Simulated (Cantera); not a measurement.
A closed system holds: 1 mol SiH4, 20 mol N2, 4.5 mol H2, equilibrated at 100 Torr.

These are equilibrium values from Cantera (NASA tables, ideal gas, pure condensed phases), not measurements of a reactor. Candidate condensed phases: Si, Si3N4; 18 gas species. The numbers say what is thermodynamically allowed, not how fast it happens.

**Question.** At 1725 K, list the 3 most abundant gas species with their mole fractions, and the condensed phases.

**Answer.** N2 0.748, H2 0.251, H 0.000255. Condensed: Si3N4(s).
